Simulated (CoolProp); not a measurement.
Values from CoolProp's reference Helmholtz-energy equation of state, Lemmon 2006. It is a short technical equation, of lower accuracy than the large ones.

### Question
For carbon monoxide, give the phase and the speed of sound (m/s), Joule-Thomson coefficient (K/MPa) at 228.4 K and 0.579 MPa.

### Answer
- 228.4 K and 0.579 MPa: gas; speed of sound 308, Joule-Thomson coefficient 4.16
